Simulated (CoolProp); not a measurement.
CF4 (R14) along the isobar 13.4 bar: Z from the reference equation and from simpler models built on Tc = -45.8 °C, pc = 37.62 bar, ω = 0.178; each cubic takes its own stable root.

Model: reference Helmholtz-energy equation of state, Platzer 1990, in CoolProp. This equation is an older, rougher fit; its heat capacities, sound speeds and derivatives of the liquid may be far off and weren't checked against measurements.

```csv
T (°C),phase,reference,van der Waals,Redlich-Kwong,Peng-Robinson
-96.55,liquid,0.05636,0.08645,0.06042,?
-67.15,gas,0.8072,0.8451,?,?
-37.75,gas,0.8833,?,0.8818,0.8708
-8.35,gas,0.9234,0.9232,0.9197,0.9141
21.05,gas,0.9480,0.9427,?,0.9410
50.45,gas,?,0.9562,0.9589,0.9588
79.85,gas,0.9758,0.9661,0.9697,0.9711
109.25,gas,0.9840,0.9734,0.9774,0.9798
138.65,gas,0.9901,0.9790,0.9831,0.9862
168.05,gas,0.9948,0.9833,0.9874,0.9909
197.45,gas,0.9983,0.9867,0.9907,0.9944
226.85,gas,1.001,0.9895,0.9932,0.9971
```

Task: Some entries are withheld; supply them.

Result: 
- -96.55, Peng-Robinson: 0.05168
- -67.15, Redlich-Kwong: 0.8138
- -67.15, Peng-Robinson: 0.7928
- -37.75, van der Waals: 0.8937
- 21.05, Redlich-Kwong: 0.9433
- 50.45, reference: 0.9644
